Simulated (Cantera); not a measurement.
**Gas-phase reforming**

A perfectly stirred reactor is fed with CH₄ : CO₂ = 0.38 : 2.9 (molar parts), at 101000 Pa; it is held at 1723 K, and followed from long to short residence time.

Model: GRI-Mech 3.0 (53 species, 325 reactions), integrated in Cantera.

```
τ (s)       x CH₄  x CO₂    x H₂O   x CH₂O    x HCO
-------  --------  -----  -------  -------  -------
23       0.000282  0.469    0.155  4.98e-7  6.81e-9
3.9       0.00140  0.474    0.154  2.59e-6  7.68e-9
0.67      0.00494  0.500    0.149  1.12e-5  1.12e-8
0.12       0.0131  0.582    0.134  3.77e-5  2.13e-8
0.020      0.0375  0.714   0.0869  6.47e-5  3.70e-8
0.0034     0.0808  0.834   0.0216  6.20e-5  4.49e-8
0.00059     0.108  0.878  0.00159  4.64e-5  2.73e-8
```
x: mole fraction; the columns are a selection and need not sum to one.
